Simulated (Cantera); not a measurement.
An isothermal, constant-pressure homogeneous reactor starts with CO : O2 : H2O : N2 : H2 = 0.0013 : 0.0095 : 0.018 : 1 : 0.0019 (molar parts), at 1200 K and 0.133 bar.

Cantera simulation using GRI-Mech 3.0 (53 species, 325 reactions); the numbers are that mechanism's predictions, not measurements.

x: mole fraction; the columns are a selection and need not sum to one.

```csv
t (s),x CO,x O2,x H2O,x HO2,x H2O2
0.000100,0.00126,0.00922,0.0175,1.65e-11,<1e-12
0.000226,0.00126,0.00922,0.0175,3.74e-11,<1e-12
0.000511,0.00126,0.00922,0.0175,8.53e-11,<1e-12
0.00115,0.00126,0.00922,0.0175,1.99e-10,<1e-12
0.00261,0.00126,0.00922,0.0175,5.99e-10,<1e-12
0.00589,0.00126,0.00922,0.0175,?,2.87e-11
0.0133,0.000985,0.00832,0.0184,?,7.16e-8
0.0301,0.000281,0.00789,0.0187,?,7.25e-8
0.0679,4.63e-5,0.00771,0.0191,?,5.49e-8
0.153,7.47e-6,0.00767,0.0193,?,2.24e-8
0.347,1.33e-6,0.00767,0.0193,?,6.29e-9
0.784,2.48e-7,0.00767,0.0193,?,1.79e-9
1.77,5.14e-8,0.00768,0.0193,?,5.81e-10
4.00,1.38e-8,0.00768,0.0193,?,2.13e-10
```

Problem. Complete the blanks.

Solution. 
- 0.00589, x HO2: 2.92e-8
- 0.0133, x HO2: 4.70e-7
- 0.0301, x HO2: 4.31e-7
- 0.0679, x HO2: 3.47e-7
- 0.153, x HO2: 1.81e-7
- 0.347, x HO2: 5.56e-8
- 0.784, x HO2: 1.53e-8
- 1.77, x HO2: 4.71e-9
- 4.00, x HO2: 1.68e-9
